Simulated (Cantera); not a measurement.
A closed system holds: 1 mol SiC, 0.022 mol N₂O, a varied amount of N₂, at 1725 °C and 7.50 Torr.

These are equilibrium values from Cantera (NASA tables, ideal gas, pure condensed phases), not measurements of a reactor. Candidate condensed phases: C, Si, SiC, SiO₂, Si₂N₂O, Si₃N₄; 34 gas species. The tables' values for SiN are old estimates; treat these amounts as uncertain. Kinetics and transport are ignored.

x: gas mole fraction; n: condensed amount in mol.

```csv
n(N₂) (mol),x N₂,x CO,x Si,x SiO,n SiC(s),n C(graphite)
11,0.997,0.00162,0.00116,0.000373,0.982,0
20,0.998,…,…,…,0.980,0
37,0.999,0.000568,0.000516,2.60e-5,0.978,0
66,0.999,0.000327,0.000316,5.62e-6,0.976,0
120,1.000,…,0.000232,…,0.968,…
220,1.000,9.90e-5,0.000232,9.18e-7,0.942,0.0283
390,1.000,5.59e-5,0.000232,5.18e-7,0.898,0.0669
710,1.000,3.07e-5,0.000232,2.85e-7,0.814,0.140
```

Some entries are withheld; supply them.


- 20, x CO: 0.000984
- 20, x Si: 0.000817
- 20, x SiO: 0.000113
- 120, x CO: 0.000182
- 120, x SiO: 1.68e-6
- 120, n C(graphite): 0.00565
